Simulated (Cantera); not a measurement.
## Boron, boron nitride and boron oxide: B2H6 + N2 + H2O

Feed: 1 mol B2H6, a varied amount of N2, 0.77 mol H2O, equilibrated at 900 °C and 460 Pa.

Equilibrium computed with Cantera from the NASA thermochemical tables; the gas is ideal and each condensed phase is pure. Candidate condensed phases: B, BN, B2O3, B3O3H3, H2O; 39 gas species. The feed counts by its element totals alone. N2 is the only nitrogen source here; it is nearly inert below about 1500 K, so the nitride shown seldom forms there in practice. Mutual solubility and eutectic melting of coexisting phases are not modelled. Rates play no part.

```
n(N2) (mol)   x H2      x N2     x H2O     x HBO  x B3O3H3    x HBO2   x B2O2      x H  n B(s)  n BN(s)  n B2O3(l)
-----------  -----  --------  --------  --------  --------  --------  -------  -------  ------  -------  ---------
0.25         0.999  1.65e-11   3.82e-7  0.000542  0.000461   5.12e-6  6.87e-6  1.74e-6   0.984    0.500      0.254
0.44         0.999  1.65e-11   3.82e-7  0.000542  0.000461   5.12e-6  6.87e-6  1.74e-6   0.604    0.880      0.254
0.78         0.990   0.00951  0.000315   1.87e-5   1.89e-8  0.000147  8.25e-9  1.73e-6       0     1.49      0.256
1.4          0.851     0.148  0.000676   1.10e-5   3.82e-9  0.000215  3.30e-9  1.61e-6       0     1.49      0.255
2.5          0.681     0.318  0.000698   8.65e-6   1.87e-9  0.000219  2.56e-9  1.44e-6       0     1.49      0.255
4.4          0.507     0.492  0.000601   6.93e-6  9.64e-10  0.000203  2.21e-9  1.24e-6       0     1.49      0.254
7.8          0.348     0.652  0.000452   5.48e-6  4.76e-10  0.000176  2.02e-9  1.03e-6       0     1.49      0.254
14           0.221     0.778  0.000305   4.24e-6  2.21e-10  0.000145  1.90e-9  8.20e-7       0     1.49      0.253
25           0.134     0.865  0.000192   3.25e-6  9.91e-11  0.000115  1.83e-9  6.39e-7       0     1.49      0.253
```
x: gas mole fraction; n: condensed amount in mol.

From 0.25 mol N2 to 0.44 mol N2 the condensed part is B(s) + BN(s) + B2O3(l). From 0.78 mol N2 to 25 mol N2 the condensed part is BN(s) + B2O3(l). The main B-bearing gas is B3O3H3 at 0.25 mol N2 and HBO2 at 25 mol N2.
